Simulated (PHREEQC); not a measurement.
A made-up water analysis in mg/L, 60 °C, pH 6.19, pe 10:

```tsv
constituent	mg/L
Na	8.41
K	0.379
Ca	1.6
Mg	0.776
Cl	4.58
S(6) as SO4	2.49
Alkalinity as HCO3	19.1
Zn	0.0296
Pb	0.632
```

Na is adjusted to close the charge balance.
Valence states are taken as typed.

The numbers come from PHREEQC with the ion-association model, phreeqc.dat.

This is a speciation only: nothing precipitates in the calculation.

**Question.** Order these C species by the share of C that they hold, largest first: CO2, HCO3-, PbCO3.

**Answer.** CO2 (55 %), HCO3- (45 %), PbCO3 (0.13 %)

The pH is 6.19 and the ionic strength 0.000589 mol/kgw. Species that the database lacks are ignored. At this temperature some constants are extrapolated from 25 °C, and those without enthalpy data are left unchanged.
